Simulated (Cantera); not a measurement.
Equilibrium for chemical vapour transport: MgO + H2O + O2

Charge: 1 mol MgO, 0.093 mol H2O, 2.6 mol O2, equilibrated at 1348.15 K and 0.100 bar.

These are equilibrium values from Cantera (NASA tables, ideal gas, pure condensed phases), not measurements of a reactor. Candidate condensed phases: H2O, Mg, MgO, Mg(OH)2; 15 gas species. Kinetics and transport are ignored.

x(O2): 0.965
x(H2O): 0.0345
x(OH): 2.75e-5
x(O): 1.27e-6
n(MgO(s)): 1.00 mol
gas amount: 2.693 mol
log10 activity of Mg(l) (absent): -17.04
